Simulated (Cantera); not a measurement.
A Cantera script and what it prints.

```python
import numpy as np
import cantera as ct

gas_names = """
    C CH CH2 CH3 CH2OH CH3O CH4 CH3OH CO CO2 COOH C2 C2H CHCO,ketyl C2H2,acetylene C2H2,vinylidene
    CH2CO,ketene C2H3,vinyl CH3CO,acetyl C2H4 C2H4O,ethylen CH3CHO,ethanal CH3COOH (HCOOH)2 C2H5 C2H6
    CH3OCH3 C2H5OH C2O C3 C3H3,propargyl C3H4,allene C3H4,propyne C3H4,cyclo- C3H5,allyl C3H6,propylene
    C3H6,cyclo- C3H6O C3H7,n-propyl C3H7,i-propyl C3H8 C3H8O,1propanol C3H8O,2propanol C3O2 C4 C4H2
    C4H4,1,3-cyclo- C4H6,butadiene C4H6,2-butyne C4H6,cyclo- C4H8,1-butene C4H8,cis2-buten
    C4H8,tr2-butene C4H8,isobutene C4H8,cyclo- (CH3COOH)2 C4H9,n-butyl C4H9,i-butyl C4H9,s-butyl
    C4H9,t-butyl C4H10,isobutane C4H10,n-butane C5 C5H6,1,3cyclo- C5H8,cyclo- C5H10,1-pentene
    C5H10,cyclo- C5H11,pentyl C5H11,t-pentyl C5H12,n-pentane C5H12,i-pentane CH3C(CH3)2CH3 C6H2
    C6H5,phenyl C6H5O,phenoxy C6H6 C6H5OH,phenol C6H10,cyclo- C6H12,1-hexene C6H12,cyclo- C6H13,n-hexyl
    C7H7,benzyl C7H8 C7H8O,cresol C7H14,1-heptene C7H15,n-heptyl C7H16,n-heptane C8H8,styrene
    C8H10,ethylbenz C8H16,1-octene C8H17,n-octyl C8H18,isooctane C8H18,n-octane C9H19,n-nonyl
    C10H8,naphthale C10H21,n-decyl C12H9,o-bipheny C12H10,bipheny H HCO HO2 H2 HCHO,formaldehy HCOOH H2O
    H2O2 O OH O2 O3 Si SiC SiC2 SiC4H12 SiH SiH2 SiH3 SiH4 SiO SiO2 Si2 Si2C Si3
""".split()
cond_names = """
    C(gr) C6H6(L) C7H8(L) C8H18(L),n-octa H2O(s) H2O(L) Si(cr) Si(L) SiC(b) SiO2(Lqz) SiO2(hqz) SiO2(L)
""".split()


def load(file, names, dense=False):
    # The tables refer to 1 bar. Condensed volumes are neglected.
    table = {s.name: s for s in ct.Species.list_from_file(file)}
    out = []
    for n in names:
        d = dict(table[n].input_data)
        d["thermo"] = dict(d["thermo"], **{"reference-pressure": 1e5})
        if dense:
            d["equation-of-state"] = {"model": "constant-volume", "density": "1e6 g/cm^3"}
        out.append(ct.Species.from_dict(d))
    return out


gas = ct.Solution(thermo="ideal-gas", species=load("nasa_gas.yaml", gas_names))
cond = {s.name: ct.Solution(thermo="fixed-stoichiometry", species=[s], name=s.name)
        for s in load("nasa_condensed.yaml", cond_names, dense=True)}
atoms = {
    'SiH4': {'Si': 1, 'H': 4},
    'CO2': {'C': 1, 'O': 2},
}
top_T = {'C(gr)': 4500, 'SiC(b)': 3050}  # K; cautious upper limits of use, not melting points


def equilibrate(T, P, feed):
    n = {}
    for name, mol in feed.items():
        for a, k in atoms[name].items():
            n[a] = n.get(a, 0.0) + k * mol
    gas.TPX = T, P, n
    mass = sum(n.values()) * gas.mean_molecular_weight
    gas.equilibrate("TP")
    valid = [c for c in cond.values() if c.min_temp <= T <= top_T.get(c.name, c.max_temp)]
    mix = ct.Mixture([(gas, mass / gas.mean_molecular_weight)] + [(c, 0.0) for c in valid])
    mix.T, mix.P = T, P
    mix.equilibrate("TP", solver="vcs", rtol=1e-11, max_steps=5000)
    return mix


results = []
T = 1448.15  # K
P = 13332.2  # Pa
for m in [0.41, 0.53, 0.71, 0.93, 1.2, 1.6, 2.1, 2.8, 3.7, 4.9]:
    feed = {'SiH4': 1, 'CO2': m}  # mol
    mix = equilibrate(T, P, feed)
    results.append((T, P, feed, dict(zip(mix.species_names, mix.species_moles))))

top = {s: max(r[3][s] / sum(r[3][g] for g in gas_names) for r in results) for s in gas_names}
cols = sorted((s for s in top if top[s] > 0.0001), key=lambda s: -top[s])[:9]
seen = [c for c in cond_names if any(r[3].get(c, 0) > 1e-12 for r in results)]
print("log10 of partial pressures in bar; condensed amounts in mol")
print(f"{'n(CO2)':>10s}" + "".join(f"{s[:9]:>10s}" for s in cols + seen))
for T, P, feed, n in results:
    ng = sum(n[g] for g in gas_names)
    print(f"{feed['CO2']:10.4g}" + "".join(f"{np.log10(max(n[s] / ng * P / 1e5, 1e-99)):10.3f}" for s in cols)
          + "".join(f"{n.get(c, 0):10.4g}" for c in seen))
```

Result:

```
log10 of partial pressures in bar; condensed amounts in mol
    n(CO2)        H2        CO       CO2       H2O       SiO       CH4     C(gr)    Si(cr)    SiC(b) SiO2(hqz)
      0.41    -0.876    -5.362   -11.468    -6.606    -3.711    -6.457         0    0.1786    0.4099    0.4085
      0.53    -0.884    -2.584    -7.764    -5.688    -4.637    -4.621         0         0    0.4898    0.5099
      0.71    -0.908    -2.020    -7.011    -5.524    -4.825    -4.292    0.1876         0    0.3671    0.6326
      0.93    -0.908    -2.020    -7.011    -5.524    -4.825    -4.292    0.6276         0    0.1471    0.8526
       1.2    -0.955    -1.653    -6.278    -5.204    -5.191    -4.386    0.7992         0         0    0.9999
       1.6    -1.079    -1.301    -5.574    -4.977    -5.543    -4.636    0.3997         0         0    0.9999
       2.1    -1.202    -1.172    -2.995    -2.650    -7.994    -7.202         0         0         0         1
       2.8    -1.373    -1.163    -2.044    -1.880    -8.935    -8.476         0         0         0         1
       3.7    -1.566    -1.178    -1.695    -1.708    -9.299    -9.241         0         0         0         1
       4.9    -1.780    -1.217    -1.469    -1.657    -9.564    -9.974         0         0         0         1
```

Cantera equilibrium calculation (NASA polynomials, part measured and part estimated; ideal gas, pure solids and liquids). Mutual solubility and eutectic melting of coexisting phases are not modelled. The tables hold silica as quartz up to 1696 K and as liquid above; real silica turns to tridymite and cristobalite and melts near 1996 K. Gases not in the tables: Si(OH)4.
